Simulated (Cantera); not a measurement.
Feed: 1 mol B, 16 mol H₂O, 150 mol H₂, equilibrated at 0.100 bar.

Method: chemical equilibrium by Gibbs-energy minimisation in Cantera with the NASA 1993 tables (ideal gas, pure condensed phases). Candidate condensed phases: B, B₂O₃, B₃O₃H₃, H₂O; 23 gas species. Gases not in the tables: H₃BO₃. The numbers say what is thermodynamically allowed, not how fast it happens.

Task: Which condensed phases are stable at each of these points (T (K)): 950, 1050, 1150, 1250, 1350, 1450, 1550, 1650, 1750, 1850?

Result: 
| T (K) | condensed phases | B condensed (%) |
|---|---|---|
| 950 | B₂O₃(l) | 85.2 |
| 1050 | B₂O₃(l) | 90.1 |
| 1150 | B₂O₃(l) | 88.2 |
| 1250 | B₂O₃(l) | 70.7 |
| 1350 | B₂O₃(l) | 13.0 |
| 1450 | gas only | 0.0 |
| 1550 | gas only | 0.0 |
| 1650 | gas only | 0.0 |
| 1750 | gas only | 0.0 |
| 1850 | gas only | 0.0 |

From 950 K to 1350 K the condensed part is B₂O₃(l). From 1450 K to 1850 K nothing is condensed.
